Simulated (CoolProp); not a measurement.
The numbers come from the reference Helmholtz-energy equation of state, Setzmann 1991 in CoolProp.

### Question
For methane, give the phase and the cv (kJ/(kg K)), viscosity (µPa s) at 197 K and 3840 kPa; 371.9 K and 3840 kPa.

### Answer
- 197 K and 3840 kPa: gas; cv 1.84, viscosity 9.17
- 371.9 K and 3840 kPa: gas; cv 1.94, viscosity 14.0

Viscosity comes from a separate model (Quiñones-Cisneros 2006).
